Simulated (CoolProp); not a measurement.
A simple Rankine cycle with n-perfluorobutane: condensing at 302.15 K, boiler at 1.71 MPa, turbine inlet 373.6 K, turbine efficiency 0.7, pump efficiency 0.6, no recuperator. Each further row changes one setting.

Computed with CoolProp (reference Helmholtz-energy equation of state, Gao 2022).

| case | thermal efficiency (%) | net work (kJ/kg) | heat in (kJ/kg) | turbine exit temperature (K) | volume ratio over the turbine |
|---|---|---|---|---|---|
| as stated | 7.9 | 10.5 | 133 | 342.0 | 8.12 |
| turbine inlet 393.6 K | 7.6 | 12.0 | 157 | 365.8 | 6.97 |
| condensing temperature 294.15 K | 8.7 | 12.4 | 143 | 339.1 | 10.6 |
| boiler pressure 1.2 MPa | 6.7 | 9.52 | 143 | 353.2 | 4.59 |
| turbine efficiency 0.6 | 6.6 | 8.76 | 133 | 343.8 | 8.18 |
